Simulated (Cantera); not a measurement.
A perfectly stirred reactor is fed with NO : N2 = 1 : 0.12 (molar parts), at 1.30 bar; it is held at 1900 K, and followed from long to short residence time.

Detailed kinetics in Cantera: GRI-Mech 3.0 (53 species, 325 reactions).

One state of this run: x NO = 0.860; x N2 = 0.123; x O = 4.57e-5; x NO2 = 0.000706; x O2 = 0.0157. x: mole fraction; the columns are a selection and need not sum to one.

Question: Which value of τ (s) does it belong to?
(A) 2.6
(B) 0.00098
(C) 0.029
(D) 0.27

Answer: C, 0.029
